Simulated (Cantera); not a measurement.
A perfectly stirred reactor is fed with 7.14 % CH4, 92.9 % N2, at 760 Torr; it is held at 1750 K, and followed from long to short residence time.

Computed with Cantera and GRI-Mech 3.0 (53 species, 325 reactions). GRI-Mech 3.0 stops at C3 and has no aromatics, soot or wall deposition, so with more carbon than oxygen in the feed, carbon stays in small species such as C2H2 where larger ones or solid carbon would form.

**Question.** Predict: x(CH4) at τ = 1.40 s; x(C2H4) at τ = 1.40 s; x(C2H2) at τ = 1.40 s; x(CH3) at τ = 1.40 s; x(H2) at τ = 1.40 s; x(CH4) at τ = 71.0 ms; x(C2H4) at τ = 71.0 ms; x(C2H2) at τ = 71.0 ms; x(CH3) at τ = 71.0 ms; x(H2) at τ = 71.0 ms.

**Answer.** 
- x(CH4) at τ = 1.40 s = 0.00401
- x(C2H4) at τ = 1.40 s = 0.000108
- x(C2H2) at τ = 1.40 s = 0.0313
- x(CH3) at τ = 1.40 s = 5.87e-5
- x(H2) at τ = 1.40 s = 0.0942
- x(CH4) at τ = 71.0 ms = 0.0169
- x(C2H4) at τ = 71.0 ms = 0.000227
- x(C2H2) at τ = 71.0 ms = 0.0251
- x(CH3) at τ = 71.0 ms = 0.000236
- x(H2) at τ = 71.0 ms = 0.0759
